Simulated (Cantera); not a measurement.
A perfectly stirred reactor is fed with 0.803 % CH4, 2.42 % O2, 96.8 % N2, at 5.33 atm; it is held at 1450 K, and followed from long to short residence time.

Computed with Cantera and GRI-Mech 3.0 (53 species, 325 reactions).

### Question
Predict: x(CH4) at τ = 1.30 s; x(O2) at τ = 1.30 s; x(O) at τ = 1.30 s; x(C2H4) at τ = 1.30 s; x(N2O) at τ = 1.30 s; x(CH4) at τ = 56.0 ms; x(O2) at τ = 56.0 ms; x(O) at τ = 56.0 ms; x(C2H4) at τ = 56.0 ms; x(N2O) at τ = 56.0 ms.

### Answer
```
Quantity                  Value
----------------------  -------
x(CH4) at τ = 1.30 s    1.69e-6
x(O2) at τ = 1.30 s     0.00814
x(O) at τ = 1.30 s      1.29e-6
x(C2H4) at τ = 1.30 s   2.20e-9
x(N2O) at τ = 1.30 s    5.01e-7
x(CH4) at τ = 56.0 ms   1.48e-5
x(O2) at τ = 56.0 ms    0.00823
x(O) at τ = 56.0 ms     8.53e-6
x(C2H4) at τ = 56.0 ms  4.47e-8
x(N2O) at τ = 56.0 ms   1.57e-6
```
